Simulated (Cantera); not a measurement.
Input: 1 mol Si, 0.55 mol Br₂, 2.9 mol N₂, held at 1398 K and 0.133 bar.

Cantera equilibrium calculation (NASA polynomials, part measured and part estimated; ideal gas, pure solids and liquids). Candidate condensed phases: Br₂, Si, Si₃N₄; 13 gas species. N₂ is the only nitrogen source here; it is nearly inert below about 1500 K, so the nitride shown seldom forms there in practice. The tables' values for SiBr₃ are old estimates; treat these amounts as uncertain. The numbers say what is thermodynamically allowed, not how fast it happens.

Base state: N₂ 0.891, SiBr₄ 0.0919, SiBr₂ 0.00845, SiBr₃ 0.00532, Br 0.00342, Br₂ 5.56e-5 (mole fractions); condensed: Si₃N₄(s).

Question: What changes in the equilibrium state with this change: temperature from 1398 K to 1175 K?

Answer: 
```tsv
species	before	after
N₂	0.891	0.898
SiBr₄	0.0919	0.102
SiBr₃	0.00532	0.000372
SiBr₂	0.00845	0.000106
Br	0.00342	0.000279
Br₂	5.56e-5	9.34e-6
Si₃N₄(s), mol	0.237	0.242
```

Question: What changes in the equilibrium state with this change: temperature from 1398 K to 825 K?

Answer: 
```json
[
 {"species": "N₂", "before": "0.891", "after": "0.898"},
 {"species": "SiBr₄", "before": "0.0919", "after": "0.102"},
 {"species": "Br", "before": "0.00342", "after": "3.45e-7"},
 {"species": "SiBr₂", "before": "0.00845", "after": "<1e-9"},
 {"species": "SiBr₃", "before": "0.00532", "after": "2.39e-7"},
 {"species": "Br₂", "before": "5.56e-5", "after": "7.10e-8"},
 {"species": "Si₃N₄(s), mol", "before": "0.237", "after": "0.242"}
]
```

Question: What changes in the equilibrium state with this change: temperature from 1398 K to 1073 K?

Answer: 
```csv
species,before,after
N₂,0.891,0.898
SiBr₄,0.0919,0.102
SiBr₃,0.00532,7.24e-5
SiBr₂,0.00845,7.47e-6
Br,0.00342,6.20e-5
Br₂,5.56e-5,3.13e-6
"Si₃N₄(s), mol",0.237,0.242
```
